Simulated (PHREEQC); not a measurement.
Consider water at 20 °C with 0.041 mol/kgw HF and 0.4 mol/kgw NaF. Closed to the air; pH follows from the charge balance.

Computed with PHREEQC (ion-association model, phreeqc.dat).

The ionic strength comes out as 0.368 mol/kgw. What activity coefficients do Na+, H+, F-, HF2- get?

Na+ 0.73, H+ 0.78, F- 0.66, HF2- 0.73.

Precipitation was switched off in this run. Complexes and solids missing from the database can't appear.
